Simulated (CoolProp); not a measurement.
Vapour-liquid equilibrium of n-hexane (1) + toluene (2) at 163.75 °C; x and y are mole fractions of (1).

The numbers come from the multi-fluid Helmholtz-energy mixture model, Thol 2019 and Lemmon 2006; pair parameters Bell 2016 in CoolProp.

Problem. Give the bubble pressure and the first vapour's composition at x = 0.05, 0.65, 0.8. Is there an azeotrope?

Solution. x = 0.05: 4.139 bar, y = 0.134; x = 0.65: 7.895 bar, y = 0.787; x = 0.8: 8.696 bar, y = 0.880. No azeotrope shows between x = 0.05 and 0.95.

The pair parameters rest on a limited set of measurements; away from them the model extrapolates.
